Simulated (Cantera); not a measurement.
Cantera run, input and output.

```python
import numpy as np
import cantera as ct

gas = ct.Solution("gri30.yaml")
gas.TPX = 325, 37000, {'CH4': 1, 'C2H6': 0.48, 'C3H8': 0.26, 'O2': 3.56, 'N2': 13.4}
flame = ct.FreeFlame(gas, width=0.08)
flame.set_refine_criteria(ratio=3, slope=0.08, curve=0.16)
flame.transport_model = "mixture-averaged"
flame.solve(loglevel=0, auto=True)
z, T = flame.grid, flame.T
thick = (T[-1] - T[0]) / np.gradient(T, z).max()
show = ['CH4', 'C2H6', 'C3H8', 'HCO', 'CH2O', 'CH2']
print(f"laminar burning velocity  {flame.velocity[0] * 100:.3f} cm/s")
print(f"burnt temperature         {T[-1]:.1f} K")
print(f"thermal thickness         {thick * 1e3:.4f} mm")
print(f"grid points               {len(z)}")
z0 = z[flame.heat_release_rate.argmax()]
print(f"{'z/mm':>9s}{'T/K':>9s}{'u/(m/s)':>9s}" + "".join(f"{s:>11s}" for s in show))
rows = []
for k in (-3, -2, -1.5, -1, -0.5, -0.25, 0, 0.25, 0.5, 1, 2, 4, 8):
    zz = z0 + k * thick
    rows.append([k * thick, np.interp(zz, z, T), np.interp(zz, z, flame.velocity),
                 *(np.interp(zz, z, flame.X[gas.species_index(s)]) for s in show)])
    print(f"{rows[-1][0] * 1e3:9.3f}{rows[-1][1]:9.1f}{rows[-1][2]:9.3f}" + "".join(f"{x:11.3e}" for x in rows[-1][3:]))
```

Result:

```
laminar burning velocity  36.573 cm/s
burnt temperature         2014.0 K
thermal thickness         1.2056 mm
grid points               157
     z/mm      T/K  u/(m/s)        CH4       C2H6       C3H8        HCO       CH2O        CH2
   -3.617    325.1    0.367  5.336e-02  2.562e-02  1.388e-02  5.483e-21  3.202e-08  3.075e-22
   -2.411    327.5    0.371  5.302e-02  2.550e-02  1.382e-02  2.757e-17  1.080e-06  5.729e-19
   -1.808    338.6    0.386  5.239e-02  2.532e-02  1.374e-02  8.211e-15  8.971e-06  8.424e-17
   -1.206    440.5    0.510  4.917e-02  2.438e-02  1.338e-02  7.139e-11  1.600e-04  1.963e-12
   -0.603    937.6    1.126  3.541e-02  1.696e-02  9.151e-03  3.645e-07  1.274e-03  6.578e-08
   -0.301   1346.4    1.659  2.259e-02  7.475e-03  2.940e-03  1.221e-05  1.420e-03  4.686e-06
    0.000   1703.0    2.138  8.128e-03  5.716e-04  6.177e-05  3.850e-05  5.531e-04  5.491e-05
    0.301   1876.8    2.365  1.373e-03  6.175e-06  3.035e-08  1.882e-05  1.347e-04  5.292e-05
    0.603   1930.0    2.428  1.833e-04  9.649e-08  7.022e-12  4.319e-06  2.649e-05  1.527e-05
    1.206   1952.1    2.447  5.366e-06  1.143e-10  1.928e-16  2.715e-07  1.167e-06  8.486e-07
    2.411   1962.6    2.455  5.360e-08  1.556e-14  7.041e-22  7.469e-08  1.476e-08  1.131e-08
    4.822   1974.2    2.468  1.816e-10  1.805e-18  4.985e-27  6.247e-08  6.452e-10  3.435e-11
    9.645   1988.6    2.484  2.982e-13  1.563e-21  6.635e-33  4.939e-08  6.255e-10  3.898e-14
```

Detailed kinetics in Cantera: GRI-Mech 3.0 (53 species, 325 reactions). GRI-Mech 3.0 was tuned for natural gas; its chemistry of propane as a main component is partial and can be far from experiment. Burning velocities carry a grid error of a few per cent, more on coarse grids.
